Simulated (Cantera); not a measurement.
Cantera run:

```python
import numpy as np
import cantera as ct

gas_names = """
    H H2 Si SiH SiH2 SiH3 SiH4 Si2 Si3
""".split()
cond_names = """
    Si(cr) Si(L)
""".split()


# ... load() reads the species with a 1 bar reference pressure and builds the phases ...
atoms = {
    'Si': {'Si': 1},
    'H2': {'H': 2},
}
top_T = {}  # K; cautious upper limits of use, not melting points


# ... equilibrate(T, P, feed) seeds the gas with the atoms and calls Mixture.equilibrate('TP', solver="vcs", rtol=1e-11, max_steps=5000) ...
results = []
feed = {'Si': 1, 'H2': 1.6}  # mol
T = 1400  # K
P = 2600000  # Pa
mix = equilibrate(T, P, feed)
results.append((T, P, feed, dict(zip(mix.species_names, mix.species_moles))))
x = sorted(zip(gas.X, gas.species_names), reverse=True)
print(f"T = {T:g} K  P = {P:g} Pa  gas = {mix.phase_moles(0):.4g} mol")
print("   x: " + "  ".join(f"{s} {v:.3e}" for v, s in x if v > 0.001))
print("   condensed (mol): " + ("  ".join(f"{mix.phase(i).name} {mix.phase_moles(i):.4g}"
      for i in range(1, mix.n_phases) if mix.phase_moles(i) > 1e-12) or "none"))
```

Output:

```
T = 1400 K  P = 2.6e+06 Pa  gas = 1.6 mol
   x: H2 1.000e+00
   condensed (mol): Si(cr) 1
```

Method: chemical equilibrium by Gibbs-energy minimisation in Cantera with the NASA 1993 tables (ideal gas, pure condensed phases). Gases not in the tables: Si2H6 and higher silanes.
